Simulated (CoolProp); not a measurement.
Aqueous ammonia as a coolant, 30 % by mass, freezing at -84.1 °C, 1 atm.

Values from CoolProp's Melinder's fits for secondary coolants.

```json
[
 {"T (°C)": "-11.5", "density (kg/m³)": "___", "viscosity (mPa s)": "3.41", "conductivity (W/(m K))": "0.392", "Prandtl number": "37.1"},
 {"T (°C)": "-6.8", "density (kg/m³)": "908.1", "viscosity (mPa s)": "2.88", "conductivity (W/(m K))": "___", "Prandtl number": "___"},
 {"T (°C)": "-2.1", "density (kg/m³)": "905.4", "viscosity (mPa s)": "___", "conductivity (W/(m K))": "0.408", "Prandtl number": "25.6"},
 {"T (°C)": "2.6", "density (kg/m³)": "902.7", "viscosity (mPa s)": "2.12", "conductivity (W/(m K))": "___", "Prandtl number": "21.6"},
 {"T (°C)": "7.3", "density (kg/m³)": "___", "viscosity (mPa s)": "1.84", "conductivity (W/(m K))": "0.425", "Prandtl number": "18.4"},
 {"T (°C)": "12", "density (kg/m³)": "896.9", "viscosity (mPa s)": "1.61", "conductivity (W/(m K))": "0.433", "Prandtl number": "___"},
 {"T (°C)": "16.7", "density (kg/m³)": "894.0", "viscosity (mPa s)": "1.42", "conductivity (W/(m K))": "0.441", "Prandtl number": "13.7"},
 {"T (°C)": "21.4", "density (kg/m³)": "891.0", "viscosity (mPa s)": "1.26", "conductivity (W/(m K))": "0.449", "Prandtl number": "11.8"}
]
```

Complete the blanks.


- -11.5, density (kg/m³): 910.7
- -6.8, conductivity (W/(m K)): 0.400
- -6.8, Prandtl number: 30.6
- -2.1, viscosity (mPa s): 2.46
- 2.6, conductivity (W/(m K)): 0.416
- 7.3, density (kg/m³): 899.8
- 12, Prandtl number: 15.8
